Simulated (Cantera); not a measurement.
A freely propagating, adiabatic, planar premixed flame of 13.6 % CH4, 18.1 % O2, 68.3 % N2, unburnt at 450 K and 500000 Pa; mixture-averaged transport, grid criteria slope 0.08 and curve 0.16, no radiation.

Computed with Cantera and GRI-Mech 3.0 (53 species, 325 reactions). Burning velocities carry a grid error of a few per cent, more on coarse grids.

x: mole fraction of selected species; z is measured from the peak of heat release.

| z (mm) | T (K) | u (m/s) | x CH4 | x O2 | x NO2 | x H | x CH2 | x H2O2 |
|---|---|---|---|---|---|---|---|---|
| -0.946 | 451 | 0.143 | 0.136 | 0.180 | <1e-8 | <1e-8 | <1e-8 | 1.12e-7 |
| -0.630 | 460 | 0.147 | 0.134 | 0.179 | <1e-8 | <1e-8 | <1e-8 | (withheld) |
| -0.473 | 492 | 0.158 | 0.131 | 0.176 | 1.42e-8 | <1e-8 | <1e-8 | 3.90e-6 |
| -0.315 | 635 | 0.206 | 0.119 | 0.163 | 8.52e-8 | <1e-8 | <1e-8 | 1.92e-5 |
| -0.158 | 1102 | 0.366 | 0.0813 | 0.116 | 1.86e-7 | 2.13e-6 | <1e-8 | 4.99e-5 |
| -0.0788 | 1476 | 0.497 | 0.0493 | 0.0718 | 5.04e-8 | 3.81e-5 | 2.16e-7 | 8.18e-6 |
| 0 | 1809 | 0.615 | 0.0205 | 0.0285 | <1e-8 | 0.000269 | 5.95e-6 | 1.70e-6 |
| 0.0788 | 1962 | 0.669 | 0.00901 | 0.00839 | <1e-8 | 0.000448 | 9.96e-6 | 4.64e-7 |
| 0.158 | 2008 | 0.686 | 0.00582 | 0.00271 | <1e-8 | 0.000394 | 5.62e-6 | 1.23e-7 |
| 0.315 | 2027 | 0.693 | 0.00394 | 0.000451 | <1e-8 | 0.000278 | 1.91e-6 | 1.58e-8 |
| 0.630 | 2026 | 0.693 | (withheld) | (withheld) | <1e-8 | 0.000232 | (withheld) | <1e-8 |
| 1.26 | 2021 | 0.693 | 0.00170 | 2.97e-7 | <1e-8 | 0.000228 | 4.69e-7 | <1e-8 |
| 2.52 | 2015 | 0.693 | 0.000974 | 9.20e-8 | <1e-8 | 0.000225 | 2.28e-7 | <1e-8 |

Problem. Fill in the missing entries.

Solution. 
- -0.630, x H2O2: 8.85e-7
- 0.630, x CH4: 0.00266
- 0.630, x O2: 2.56e-5
- 0.630, x CH2: 8.35e-7
